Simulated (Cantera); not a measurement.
An isothermal, constant-pressure homogeneous reactor starts with C2H6 : N2 = 1 : 6.2 (molar parts), at 1925 K and 1.00 bar. Integrator tolerance rtol = 1e-08.

Detailed kinetics in Cantera: GRI-Mech 3.0 (53 species, 325 reactions). GRI-Mech 3.0 stops at C3 and has no aromatics, soot or wall deposition, so with more carbon than oxygen in the feed, carbon stays in small species such as C2H2 where larger ones or solid carbon would form.

Problem. What does this change do: pressure from 1.00 bar to 0.0140 bar?

Solution. 
```tsv
quantity	before	after
x(C2H6) at 3.00 s	3.65e-8 (gas-phase equilibrium 1.71e-8)	5.59e-12 (gas-phase equilibrium 3.32e-12)
x(CH2) at 3.00 s	8.41e-8 (gas-phase equilibrium 5.76e-8)	7.13e-8 (gas-phase equilibrium 5.75e-8)
x(HCN) at 3.00 s	0.000200 (gas-phase equilibrium 0.116)	0.000163 (gas-phase equilibrium 0.116)
x(C2H2) at 3.00 s	0.108 (gas-phase equilibrium 0.0502)	0.108 (gas-phase equilibrium 0.0503)
x(H) at 3.00 s	0.000447 (gas-phase equilibrium 0.000448)	0.00377 (gas-phase equilibrium 0.00377)
x(CH3) at 3.00 s	3.29e-5 (gas-phase equilibrium 2.25e-5)	3.30e-6 (gas-phase equilibrium 2.65e-6)
x(C2H) at 3.00 s	3.21e-6 (gas-phase equilibrium 1.49e-6)	2.72e-5 (gas-phase equilibrium 1.27e-5)
```
Radical loss at walls, strong at low pressure, is not modelled.

Problem. What does this change do: C2H6 1 to 1.6 parts?

Solution. 
| quantity | before | after |
|---|---|---|
| x(C2H6) at 3.00 s | 3.65e-8 (gas-phase equilibrium 1.71e-8) | 8.72e-8 (gas-phase equilibrium 4.81e-8) |
| x(CH2) at 3.00 s | 8.41e-8 (gas-phase equilibrium 5.76e-8) | 1.13e-7 (gas-phase equilibrium 8.36e-8) |
| x(HCN) at 3.00 s | 0.000200 (gas-phase equilibrium 0.116) | 0.000188 (gas-phase equilibrium 0.131) |
| x(C2H2) at 3.00 s | 0.108 (gas-phase equilibrium 0.0502) | 0.144 (gas-phase equilibrium 0.0792) |
| x(H) at 3.00 s | 0.000447 (gas-phase equilibrium 0.000448) | 0.000517 (gas-phase equilibrium 0.000518) |
| x(CH3) at 3.00 s | 3.29e-5 (gas-phase equilibrium 2.25e-5) | 5.09e-5 (gas-phase equilibrium 3.78e-5) |
| x(C2H) at 3.00 s | 3.21e-6 (gas-phase equilibrium 1.49e-6) | 3.71e-6 (gas-phase equilibrium 2.03e-6) |
